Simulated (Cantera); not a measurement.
**Silicon oxide and oxynitride deposition: Si2H6 + N2O + N2**

A closed system holds: 1 mol Si2H6, 4.1 mol N2O, 2.8 mol N2, equilibrated at 327 °C and 17.0 Pa.

Equilibrium computed with Cantera from the NASA thermochemical tables; the gas is ideal and each condensed phase is pure. Candidate condensed phases: H2O, Si, SiO2, Si2N2O, Si3N4; 35 gas species. The feed counts by its element totals alone. The numbers say what is thermodynamically allowed, not how fast it happens.

The x(N2) is 0.697 and the x(H2) is 0.293. The x(H2O) comes out as 0.0101 and the n(SiO2(α-quartz)) is 2.00 mol. The gas amount is 9.900 mol and the log10 activity of Si(s) (absent) is -29.58.
